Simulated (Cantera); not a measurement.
A freely propagating, adiabatic, planar premixed flame of CH₄ : H₂ : O₂ : N₂ = 1 : 0.43 : 1.48 : 3.84 (molar parts), equivalence ratio 1.5, unburnt at 550 K and 0.840 bar; mixture-averaged transport, grid criteria slope 0.08 and curve 0.16, no radiation.

Model: GRI-Mech 3.0 (53 species, 325 reactions), integrated in Cantera. Burning velocities carry a grid error of a few per cent, more on coarse grids.

Predict: laminar burning velocity; thermal thickness; peak x(C₂H₄); peak x(CH₃).


```json
{
 "laminar_burning_velocity": "137 cm/s",
 "thermal_thickness": "0.370 mm",
 "peak x(C₂H₄)": "0.00191",
 "peak x(CH₃)": "0.00801"
}
```
